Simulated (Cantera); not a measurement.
## Stirred combustor or abatement burner

A perfectly stirred reactor is fed with CO : H2 : O2 : N2 : H2O = 1 : 0.047 : 0.523 : 1.97 : 0.074 (molar parts), at 5.00 bar; it is adiabatic with a 398 K inlet, and is followed from long to short residence time, starting on the burning branch (τ in s: 0.035, 0.013, 0.0051, 0.0019, 0.00072, 0.00027, 0.0001, 3.9e-05, 1.5e-05, 5.5e-06).

Cantera simulation using GRI-Mech 3.0 (53 species, 325 reactions); the numbers are that mechanism's predictions, not measurements. The hydrogen kinetics of GRI-Mech 3.0 are dated; newer H2 mechanisms differ, most at raised pressure.

```tsv
τ (s)	T (K)	x CO	x H2	x O2	x NO	x HO2
0.035	2440	0.0336	0.000710	0.0142	0.00385	1.54e-6
0.013	2423	0.0362	0.000769	0.0158	0.00300	1.74e-6
0.0051	2388	0.0412	0.000889	0.0187	0.00197	2.20e-6
0.0019	2322	0.0503	0.00112	0.0234	0.00102	3.39e-6
0.00072	2227	0.0624	0.00145	0.0293	0.000451	6.25e-6
0.00027	2104	0.0770	0.00185	0.0362	0.000198	1.25e-5
0.00010	1948	0.0947	0.00225	0.0445	0.000105	2.53e-5
3.9e-5	1727	0.123	0.00235	0.0584	4.85e-5	5.33e-5
1.5e-5	398	0.277	0.0130	0.145	<1e-12	<1e-12
5.5e-6	398	0.277	0.0130	0.145	<1e-12	<1e-12
```
x: mole fraction; the columns are a selection and need not sum to one.
